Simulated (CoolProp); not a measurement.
Saturation properties of C3F8 (R218) (Tc = 345.0 K, pc = 2640 kPa, ω = 0.317).

Model: reference Helmholtz-energy equation of state, Lemmon 2006, in CoolProp. It is a short technical equation, of lower accuracy than the large ones.

| T (K) | p (kPa) | liquid viscosity (µPa s) | liquid conductivity (mW/(m K)) |
|---|---|---|---|
| 232.7 | 85.59 | 463 | 63.0 |
| 235.5 | 97.44 | 442 | 62.3 |
| 238.2 | 110.0 | 423 | 61.5 |
| 240.9 | 123.9 | 404 | 60.8 |
| 243.7 | 139.6 | 386 | 60.0 |
| 246.4 | 156.2 | 370 | 59.3 |
| 249.2 | 174.9 | 354 | 58.5 |
| 251.9 | 194.6 | 339 | 57.8 |
| 254.6 | 216.0 | 325 | 57.1 |
| 257.4 | 239.9 | 311 | 56.3 |
| 260.1 | 264.9 | 299 | 55.5 |
| 262.8 | 291.8 | 287 | 54.8 |
| 265.6 | 321.9 | 275 | 54.0 |
| 268.3 | 353.0 | 264 | 53.3 |

It boils at 236.4 K under 1 atm.

Viscosity comes from a separate model (Huber 2003), an estimate that may be off by 10 % or more. Thermal conductivity comes from a separate model (Huber 2003), an estimate that may be off by 10 % or more.
